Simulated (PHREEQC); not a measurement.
Dissolve 4.4 mol/kgw MgCl2, 0.43 mol/kgw K2SO4 and 1.9 mol/kgw LiCl at 15 °C. Closed to the air; pH follows from the charge balance.

All values are PHREEQC results (Pitzer model, pitzer.dat), not measurements.

```csv
quantity,before,after
MgOH+ (mol/kgw),7.27e-6,4.93e-6
SI of Bischofite (MgCl2:6H2O),-0.47,-0.74
SI of MgCl2_4H2O (MgCl2:4H2O),-2.04,-2.46
```

Q: What was changed between the two runs?
(A) K2SO4 left out
(B) LiCl from 1.9 to 0.95 mol/kgw
(C) LiCl left out

A: B, LiCl from 1.9 to 0.95 mol/kgw

No solid was allowed to form. Some of these states are supersaturated (in Sylvite, Kieserite, for instance).
